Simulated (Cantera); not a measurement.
An adiabatic, constant-pressure homogeneous reactor starts with H2 : O2 : N2 = 1 : 1.52 : 5.7 (molar parts), at 1700 K and 1.88 atm. Integrator tolerance rtol = 1e-08.

Cantera simulation using the H2/O2 subset of GRI-Mech 3.0, which has no nitrogen chemistry; the numbers are that mechanism's predictions, not measurements.

What does this change do: O2 1.52 to 0.64 parts?


```csv
quantity,before,after
time of steepest temperature rise,4.94 µs,7.37 µs
temperature at 4.00 s,2465 K,2549 K
equilibrium temperature,2465 K,2549 K
x(H2) at 4.00 s,0.00125 (gas-phase equilibrium 0.00125),0.00521 (gas-phase equilibrium 0.00521)
x(O2) at 4.00 s,0.128 (gas-phase equilibrium 0.128),0.0201 (gas-phase equilibrium 0.0201)
x(HO2) at 4.00 s,1.16e-5 (gas-phase equilibrium 1.16e-5),3.79e-6 (gas-phase equilibrium 3.79e-6)
x(H2O) at 4.00 s,0.122 (gas-phase equilibrium 0.122),0.134 (gas-phase equilibrium 0.134)
x(O) at 4.00 s,0.00317 (gas-phase equilibrium 0.00317),0.00190 (gas-phase equilibrium 0.00190)
x(H2O2) at 4.00 s,3.93e-7 (gas-phase equilibrium 3.93e-7),2.05e-7 (gas-phase equilibrium 2.05e-7)
x(OH) at 4.00 s,0.0108 (gas-phase equilibrium 0.0108),0.00926 (gas-phase equilibrium 0.00926)
```

What does this change do: initial temperature 1700 to 1425 K?


```csv
quantity,before,after
time of steepest temperature rise,4.94 µs,10.8 µs
temperature at 4.00 s,2465 K,2250 K
equilibrium temperature,2465 K,2250 K
x(H2) at 4.00 s,0.00125 (gas-phase equilibrium 0.00125),0.000396 (gas-phase equilibrium 0.000396)
x(O2) at 4.00 s,0.128 (gas-phase equilibrium 0.128),0.130 (gas-phase equilibrium 0.130)
x(HO2) at 4.00 s,1.16e-5 (gas-phase equilibrium 1.16e-5),6.41e-6 (gas-phase equilibrium 6.41e-6)
x(H2O) at 4.00 s,0.122 (gas-phase equilibrium 0.122),0.126 (gas-phase equilibrium 0.126)
x(O) at 4.00 s,0.00317 (gas-phase equilibrium 0.00317),0.000973 (gas-phase equilibrium 0.000973)
x(H2O2) at 4.00 s,3.93e-7 (gas-phase equilibrium 3.93e-7),2.44e-7 (gas-phase equilibrium 2.44e-7)
x(OH) at 4.00 s,0.0108 (gas-phase equilibrium 0.0108),0.00517 (gas-phase equilibrium 0.00517)
```
